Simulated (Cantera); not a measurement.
Input (Python, Cantera) and output of one run.

```python
import numpy as np
import cantera as ct

gas_names = """
    Ca CaCL CaCL2 Ca2 CL CL2 H HCL H2 N NH NH2 NH3 N2 N2H2 N2H4
""".split()
cond_names = """
    Ca(a) Ca(b) Ca(L) CaCL2(s) CaCL2(L) NH4CL(a) NH4CL(b)
""".split()


# ... load() reads the species with a 1 bar reference pressure and builds the phases ...
atoms = {
    'CaCl2': {'Ca': 1, 'CL': 2},
    'H2': {'H': 2},
    'N2': {'N': 2},
}
top_T = {}  # K; cautious upper limits of use, not melting points


# ... equilibrate(T, P, feed) seeds the gas with the atoms and calls Mixture.equilibrate('TP', solver="vcs", rtol=1e-11, max_steps=5000) ...
results = []
T = 2025  # K
P = 100000  # Pa
for m in [1.6, 7.1, 13, 18, 24, 29, 35, 40]:
    feed = {'CaCl2': 1, 'H2': m, 'N2': 0.19}  # mol
    mix = equilibrate(T, P, feed)
    results.append((T, P, feed, dict(zip(mix.species_names, mix.species_moles))))

top = {s: max(r[3][s] / sum(r[3][g] for g in gas_names) for r in results) for s in gas_names}
cols = sorted((s for s in top if top[s] > 1e-06), key=lambda s: -top[s])[:7]
seen = [c for c in cond_names if any(r[3].get(c, 0) > 1e-12 for r in results)]
print("log10 of partial pressures in bar; condensed amounts in mol")
print(f"{'n(H2)':>10s}" + "".join(f"{s[:9]:>10s}" for s in cols + seen))
for T, P, feed, n in results:
    ng = sum(n[g] for g in gas_names)
    print(f"{feed['H2']:10.4g}" + "".join(f"{np.log10(max(n[s] / ng * P / 1e5, 1e-99)):10.3f}" for s in cols)
          + "".join(f"{n.get(c, 0):10.4g}" for c in seen))
```

Output:

```
log10 of partial pressures in bar; condensed amounts in mol
     n(H2)        H2     CaCL2        N2       HCL      CaCL         H        Ca  CaCL2(L)
       1.6    -0.221    -0.507    -1.143    -2.158    -2.225    -2.826    -3.304    0.1603
       7.1    -0.070    -0.936    -1.641    -2.315    -2.423    -2.751    -3.270         0
        13    -0.041    -1.174    -1.875    -2.413    -2.548    -2.736    -3.283         0
        18    -0.030    -1.309    -2.006    -2.469    -2.622    -2.731    -3.295         0
        24    -0.023    -1.431    -2.124    -2.520    -2.689    -2.727    -3.309         0
        29    -0.020    -1.512    -2.202    -2.553    -2.735    -2.725    -3.319         0
        35    -0.017    -1.594    -2.281    -2.587    -2.781    -2.724    -3.330         0
        40    -0.015    -1.653    -2.337    -2.612    -2.815    -2.723    -3.338         0
```

Method: chemical equilibrium by Gibbs-energy minimisation in Cantera with the NASA 1993 tables (ideal gas, pure condensed phases).
